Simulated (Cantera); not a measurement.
Mixture: CH4 : C2H6 : C3H8 : O2 : N2 = 1 : 0.09 : 0.29 : 4.65 : 18.1 (molar parts), at 353 Torr, adiabatic and at constant pressure. Ignition delay is the time to a rise of 400 K.

Detailed kinetics in Cantera: GRI-Mech 3.0 (53 species, 325 reactions). GRI-Mech 3.0 was tuned for natural gas; its chemistry of propane as a main component is partial and can be far from experiment.

Problem. Predict: delay at 1075 K; delay at 1125 K; delay at 1175 K; delay at 1225 K; delay at 1275 K; delay at 1325 K; apparent activation energy between 1225 and 1325 K.

Solution. 
```
Property                                                Result
--------------------------------------------------  ----------
delay at 1075 K                                        90.4 ms
delay at 1125 K                                        33.9 ms
delay at 1175 K                                        13.2 ms
delay at 1225 K                                        5.46 ms
delay at 1275 K                                        2.45 ms
delay at 1325 K                                        1.20 ms
apparent activation energy between 1225 and 1325 K  200 kJ/mol
```
